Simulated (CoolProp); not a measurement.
Model: reference Helmholtz-energy equation of state, Akasaka 2020, in CoolProp.

Question: For R1123, give the phase and the cv (kJ/(kg K)), Joule-Thomson coefficient (K/MPa) at 365.9 K and 0.435 MPa; 256.3 K and 14.5 MPa.

Answer: 
- 365.9 K and 0.435 MPa: gas; cv 0.853, Joule-Thomson coefficient 7.63
- 256.3 K and 14.5 MPa: liquid; cv 0.826, Joule-Thomson coefficient -0.226
